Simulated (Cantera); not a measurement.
A perfectly stirred reactor is fed with CH₄ : CO : O₂ : N₂ = 1 : 0.25 : 2.66 : 23.6 (molar parts), equivalence ratio 0.80, at 0.987 atm; it is adiabatic with a 575 K inlet, and is followed from long to short residence time, starting on the burning branch (τ in s: 0.046, 0.022, 0.01, 0.0048, 0.0023, 0.0011, 0.0005, 0.00023, 0.00011, 5.2e-05, 2.4e-05, 1.1e-05, 5.4e-06).

Computed with Cantera and GRI-Mech 3.0 (53 species, 325 reactions).

x: mole fraction; the columns are a selection and need not sum to one.

```tsv
τ (s)	T (K)	x CH₄	x CO	x O₂	x H₂O	x CH₂	x HCN
0.046	1486	3.62e-5	0.00101	0.0201	0.0723	1.54e-7	1.93e-8
0.022	1478	[?]	[?]	0.0205	0.0719	[?]	[?]
0.010	1464	0.000101	0.00273	0.0212	0.0714	4.26e-7	5.87e-8
0.0048	1443	0.000176	0.00442	0.0223	0.0706	6.55e-7	9.38e-8
0.0023	1409	[?]	[?]	[?]	0.0695	[?]	[?]
0.0011	575	0.0364	0.00909	0.0967	<1e-12	<1e-12	<1e-12
0.00050	575	0.0364	0.00909	0.0967	<1e-12	<1e-12	<1e-12
0.00023	575	0.0364	0.00909	0.0967	<1e-12	<1e-12	<1e-12
0.00011	575	0.0364	0.00909	0.0967	<1e-12	<1e-12	<1e-12
5.2e-5	575	0.0364	0.00909	0.0967	<1e-12	<1e-12	<1e-12
2.4e-5	575	0.0364	0.00909	0.0967	<1e-12	<1e-12	<1e-12
1.1e-5	575	0.0364	0.00909	0.0967	<1e-12	<1e-12	<1e-12
5.4e-6	575	0.0364	0.00909	0.0967	<1e-12	<1e-12	<1e-12
```

Task: Complete the blanks.

Result: 
- 0.022, x CH₄: 5.87e-5
- 0.022, x CO: 0.00164
- 0.022, x CH₂: 2.57e-7
- 0.022, x HCN: 3.34e-8
- 0.0023, x CH₄: 0.000351
- 0.0023, x CO: 0.00745
- 0.0023, x O₂: 0.0244
- 0.0023, x CH₂: 1.01e-6
- 0.0023, x HCN: 1.40e-7
